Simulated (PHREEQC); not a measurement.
A solution holds 0.0031 mol/kgw HF, 0.012 mol/kgw H2SiF6 and 0.0023 mol/kgw HBF4, at 25 °C. Closed to the air; pH follows from the charge balance.

All values are PHREEQC results (ion-association model, phreeqc.dat), not measurements.

Each row changes one thing in this solution. This is a speciation only: nothing precipitates in the calculation.

| case | pH | ionic strength (mol/kgw) | SiF6-2 (mol/kgw) | HF (mol/kgw) | BF4- (mol/kgw) | H3BO3 (mol/kgw) | SI of Chalcedony (SiO2) |
|---|---|---|---|---|---|---|---|
| as made | 1.66 | 0.0373 | 0.0117 | 0.00648 | 0.00172 | 0.000460 | -0.01 |
| HBF4 from 0.0023 to 0.00023 mol/kgw | 1.69 | 0.0350 | 0.0115 | 0.00581 | 0.000158 | 6.02e-5 | +0.21 |
| HF replaced by KF at the same molality | 1.71 | 0.0374 | 0.0118 | 0.00630 | 0.00172 | 0.000454 | -0.04 |
| HF from 0.0031 to 0.031 mol/kgw | 1.62 | 0.0394 | 0.0120 | 0.0298 | 0.00227 | 1.44e-6 | -3.92 |
| temperature from 25 to 40 °C | ___ | 0.0360 | 0.0113 | 0.00894 | 0.00174 | 0.000437 | +0.24 |
| diluted 2-fold with water | 1.95 | 0.0182 | 0.00570 | 0.00465 | 0.000699 | 0.000379 | +0.04 |
| temperature from 25 to 45 °C | ___ | 0.0355 | 0.0111 | 0.0100 | 0.00176 | 0.000421 | +0.29 |
| 0.0075 mol/kgw NaOH added | 1.80 | 0.0375 | 0.0118 | 0.00602 | ___ | 0.000443 | -0.10 |
| temperature from 25 to 75 °C | 1.74 | 0.0302 | 0.00929 | 0.0204 | 0.00185 | 0.000322 | +0.49 |

Fill in the missing entries.


- temperature from 25 to 40 °C, pH: 1.67
- temperature from 25 to 45 °C, pH: 1.68
- 0.0075 mol/kgw NaOH added, BF4- (mol/kgw): 0.00173

Some of these states are supersaturated (in Quartz (slow to form), Chalcedony (slow to form), for instance). At this temperature some constants are extrapolated from 25 °C, and those without enthalpy data are left unchanged. SiF6-2 is the database's only silicon fluoride. Real BF4- forms and hydrolyses slowly; the run takes it at equilibrium.
